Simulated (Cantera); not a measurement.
Charge: 1 mol Si3N4, 0.37 mol H2O, 250 mol N2, at 1652 °C and 6600 Pa.

Cantera equilibrium calculation (NASA polynomials, part measured and part estimated; ideal gas, pure solids and liquids). Candidate condensed phases: H2O, Si, SiO2, Si2N2O, Si3N4; 35 gas species. The tables' values for SiN are old estimates; treat these amounts as uncertain. The numbers say what is thermodynamically allowed, not how fast it happens.

**Question.** What is the equilibrium state?

**Answer.** 
```json
{
  "x(N2)": "0.997",
  "x(SiO)": "0.00147",
  "x(H2)": "0.00140",
  "x(Si)": "0.000245",
  "x(H)": "0.000139",
  "x(Si2N)": "2.59e-5",
  "x(SiN)": "1.97e-5",
  "x(Si2)": "1.96e-6",
  "x(SiH)": "1.92e-6",
  "n(Si3N4(s))": "0.850 mol",
  "gas_amount": "251.1 mol",
  "log10 activity of Si(l) (absent)": "-0.03"
}
```
